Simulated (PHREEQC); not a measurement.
0.25 g of hydrous ferric oxide (600 m²/g; 0.2 weak and 0.005 strong sites per Fe, Dzombak-Morel constants, diffuse double layer) in 1 kg of water with 0.3 mol/kgw of an inert sodium salt and 1.5e-05 mol/kgw Na2SO4 and 0.00031 mol/kgw CaCl2, at 25 °C; the pH is set by adding NaOH or the inert anion's acid. Oxygen alone is held at its pressure in air (log pO2 = -0.68). The system is closed to CO2. Precipitation was switched off in this run.

Base run: PHREEQC, ion-association model, wateq4f.dat. Each further column changes one thing. The table gives S sorbed (%).

```tsv
pH	base	no electrostatic term (-no_edl)	background salt from 0.3 to 0.03 mol/kgw	oxide from 0.25 to 1.2 g/kgw	0.00028 mol/kgw NaF added
3	81.8	0.0	…	96.1	68.9
3.67	81.1	0.0	99.8	96.0	63.9
4.33	77.2	0.0	99.6	94.9	58.3
5	64.0	0.0	98.2	90.4	…
5.67	36.6	0.0	89.8	74.4	…
6.33	11.3	0.0	…	38.1	8.0
7.67	0.3	0.1	1.0	1.3	0.2
8.33	0.0	0.0	0.1	0.2	0.0
9	0.0	0.0	0.0	0.0	0.0
9.67	0.0	0.0	0.0	0.0	0.0
10.33	0.0	0.0	0.0	0.0	0.0
11	0.0	0.0	0.0	0.0	0.0
```

Problem. Complete the blanks.

Solution. 
- 3, background salt from 0.3 to 0.03 mol/kgw: 99.9
- 5, 0.00028 mol/kgw NaF added: 45.4
- 5.67, 0.00028 mol/kgw NaF added: 24.5
- 6.33, background salt from 0.3 to 0.03 mol/kgw: 53.6

The oxide is taken as insoluble; below pH 4 it would dissolve.
